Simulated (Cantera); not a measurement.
A Cantera script and its output.

```python
import numpy as np
import cantera as ct

gas = ct.Solution("gri30.yaml")


def delay(T, t_max=10):
    gas.TPX = T, 500000, {'CH4': 1, 'CO': 0.13, 'O2': 1.72, 'N2': 6.47, 'CO2': 0.46}
    reactor = ct.IdealGasConstPressureReactor(gas, clone=False)
    net = ct.ReactorNet([reactor])
    net.rtol, net.atol = 1e-8, 1e-16
    while net.time < t_max:
        t_old, T_old = net.time, reactor.T
        net.step()
        if reactor.T > T + 400:  # ignition: a rise of 400 K
            return t_old + (T + 400 - T_old) / (reactor.T - T_old) * (net.time - t_old)
    return np.nan


taus = []
for T in [1425, 1500, 1575, 1650, 1725]:
    taus.append(delay(T))
    print(f"T0 = {T:6g} K   tau = {taus[-1]:.4e} s")

# d ln(tau) / d ln(k), from doubling and halving each rate constant
T, sens = 1425, []
for i in range(gas.n_reactions):
    gas.set_multiplier(2.0, i)
    up = delay(T)
    gas.set_multiplier(0.5, i)
    down = delay(T)
    gas.set_multiplier(1.0, i)
    sens.append((np.log(up / down) / np.log(4.0), gas.reaction(i).equation))
sens.sort(key=lambda x: -abs(x[0]))
print(f"sensitivities at {T} K")
for s, eq in sens[:10]:
    print(f"{s:8.3f}  {eq}")
```

Result:

```
T0 =   1425 K   tau = 9.1085e-04 s
T0 =   1500 K   tau = 4.1233e-04 s
T0 =   1575 K   tau = 1.9704e-04 s
T0 =   1650 K   tau = 9.9901e-05 s
T0 =   1725 K   tau = 5.3963e-05 s
sensitivities at 1425 K
   0.511  2 CH3 (+M) <=> C2H6 (+M)
  -0.448  CH3 + O2 <=> CH3O + O
  -0.294  H + O2 <=> O + OH
  -0.286  CH3 + O2 <=> CH2O + OH
  -0.263  CH3 + HO2 <=> CH3O + OH
   0.246  CH4 + H <=> CH3 + H2
  -0.231  CH2O + O2 <=> HCO + HO2
  -0.118  CH2O + CH3 <=> CH4 + HCO
   0.117  CH4 + OH <=> CH3 + H2O
  -0.117  CH3O + O2 <=> CH2O + HO2
```

Model: GRI-Mech 3.0 (53 species, 325 reactions), integrated in Cantera.
